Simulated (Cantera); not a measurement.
Feed: 1 mol Si, 1.6 mol HCl, 8.8 mol H2, equilibrated at 7.10 bar.

Equilibrium computed with Cantera from the NASA thermochemical tables; the gas is ideal and each condensed phase is pure. Candidate condensed phases: Si; 19 gas species. The tables' values for SiCl3 are old estimates; treat these amounts as uncertain. Gases not in the tables: Si2H6 and higher silanes. Kinetics and transport are ignored.

x: gas mole fraction; n: condensed amount in mol.

```
T (K)   x H2       x HCl    x SiHCl3     x SiCl2     x SiCl4  n Si(s)  n Si(l)
-----  -----  ----------  ----------  ----------  ----------  -------  -------
700    0.951    0.000119      0.0284     1.07e-8      0.0175    0.514        0
800    0.951  (withheld)      0.0275  (withheld)      0.0178    0.515        0
900    0.950     0.00183      0.0266     4.79e-6      0.0180    0.519        0
1000   0.948     0.00469      0.0255     3.95e-5      0.0179    0.527        0
1100   0.944      0.0100      0.0239    0.000216      0.0172    0.542        0
1200   0.938      0.0185      0.0218    0.000859      0.0158    0.563        0
1300   0.929  (withheld)  (withheld)  (withheld)  (withheld)    0.590        0
1400   0.918      0.0442      0.0146     0.00627     0.00993    0.615        0
1500   0.906      0.0581      0.0101      0.0120     0.00624    0.634        0
1600   0.896      0.0693     0.00603      0.0185     0.00323    0.644        0
1700   0.889      0.0769     0.00321      0.0238     0.00144        0    0.649
```

Problem. Complete the blanks.

Solution. 
- 800, x HCl: 0.000557
- 800, x SiCl2: 3.35e-7
- 1300, x HCl: 0.0302
- 1300, x SiHCl3: 0.0187
- 1300, x SiCl2: 0.00262
- 1300, x SiCl4: 0.0133
